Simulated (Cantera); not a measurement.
Charge: 1 mol SiCl₄, 0.25 mol NH₃, 5 mol H₂, equilibrated at 1998.15 K and 1.33 mbar.

Cantera equilibrium calculation (NASA polynomials, part measured and part estimated; ideal gas, pure solids and liquids). The tables' values for SiCl, SiCl₃, SiN are old estimates; treat these amounts as uncertain. Gases not in the tables: Si₂H₆ and higher silanes. Kinetics and transport are ignored.

```tsv
species	before	after
H₂	0.539	0.569
HCl	0.272	0.265
SiCl₂	0.113	0.127
H	0.0323	0.0135
Si	0.0109	0.00249
Cl	0.0121	0.00478
N₂	0.0161	0.0165
Si₂	3.87e-5	6.87e-6
SiN	1.32e-5	4.18e-6
SiH	0.000200	6.36e-5
SiCl	0.00444	0.00181
SiH₂	1.94e-5	1.04e-5
SiCl₃	0.000352	0.000598
```
Gas species are given as mole fractions.

Problem. What was changed between the two runs?
(A) temperature from 1998.15 K to 1875 K
(B) temperature from 1998.15 K to 1173.15 K
(C) pressure from 1.33 mbar to 20.0 mbar
(D) H₂ from 5 to 0.63 mol

Solution. A, temperature from 1998.15 K to 1875 K. The tables' values for SiCl, SiCl₃ are old estimates; treat these amounts as uncertain
